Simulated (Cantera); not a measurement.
What does this Cantera script print?

```python
import numpy as np
import cantera as ct

gas_names = [...]  # 77 gases of nasa_gas.yaml made of C, H, Ta
cond_names = """
    C(gr) C6H6(L) C7H8(L) C8H18(L),n-octa Ta(cr) Ta(L) TaC(s) TaC(L)
""".split()


# ... load() reads the species with a 1 bar reference pressure and builds the phases ...
atoms = {
    'Ta': {'Ta': 1},
    'CH4': {'C': 1, 'H': 4},
}
top_T = {'C(gr)': 4500}  # K; cautious upper limits of use, not melting points


# ... equilibrate(T, P, feed) seeds the gas with the atoms and calls Mixture.equilibrate('TP', solver="vcs", rtol=1e-11, max_steps=5000) ...
results = []
feed = {'Ta': 1, 'CH4': 0.55}  # mol
T = 2600  # K
P = 1333.22  # Pa
mix = equilibrate(T, P, feed)
results.append((T, P, feed, dict(zip(mix.species_names, mix.species_moles))))
x = sorted(zip(gas.X, gas.species_names), reverse=True)
print(f"T = {T:g} K  P = {P:g} Pa  gas = {mix.phase_moles(0):.4g} mol")
print("   x: " + "  ".join(f"{s} {v:.3e}" for v, s in x if v > 0.0001))
print("   condensed (mol): " + ("  ".join(f"{mix.phase(i).name} {mix.phase_moles(i):.4g}"
      for i in range(1, mix.n_phases) if mix.phase_moles(i) > 1e-12) or "none"))
```

Result:

```
T = 2600 K  P = 1333.22 Pa  gas = 1.28 mol
   x: H2 7.183e-01  H 2.817e-01
   condensed (mol): Ta(cr) 0.45  TaC(s) 0.55
```

These are equilibrium values from Cantera (NASA tables, ideal gas, pure condensed phases), not measurements of a reactor. Mutual solubility and eutectic melting of coexisting phases are not modelled. TaC: taken at fixed stoichiometry. Condensed phases not in the tables: Ta2C, N, O or C dissolved in the metal.
